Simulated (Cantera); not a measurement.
An isothermal, constant-pressure homogeneous reactor starts with 32.3 % NO, 67.7 % N2, at 1750 K and 0.690 bar.

Cantera simulation using GRI-Mech 3.0 (53 species, 325 reactions); the numbers are that mechanism's predictions, not measurements.

x: mole fraction; the columns are a selection and need not sum to one.

| t (s) | x NO | x NO2 | x N2 | x O | x N2O |
|---|---|---|---|---|---|
| 3.00e-5 | 0.323 | 7.92e-8 | 0.677 | 2.36e-7 | 3.13e-7 |
| 0.000127 | 0.323 | 8.38e-7 | 0.677 | 5.08e-7 | 1.31e-6 |
| 0.000533 | 0.323 | 5.09e-6 | 0.677 | 8.17e-7 | 5.24e-6 |
| 0.00225 | 0.323 | 2.54e-5 | 0.677 | 2.05e-6 | 1.81e-5 |
| 0.00949 | 0.322 | (withheld) | 0.678 | (withheld) | (withheld) |
| 0.0400 | 0.322 | 9.67e-5 | 0.678 | 5.89e-6 | 4.17e-5 |
| 0.169 | 0.319 | 0.000112 | 0.679 | 6.80e-6 | 4.09e-5 |
| 0.711 | 0.307 | (withheld) | 0.685 | (withheld) | 3.79e-5 |
| 3.00 | 0.265 | 0.000234 | 0.706 | 1.62e-5 | 2.79e-5 |

### Question
What belongs in the gaps?

### Answer

- 0.00949, x NO2: 8.20e-5
- 0.00949, x O: 5.11e-6
- 0.00949, x N2O: 3.81e-5
- 0.711, x NO2: 0.000157
- 0.711, x O: 9.64e-6
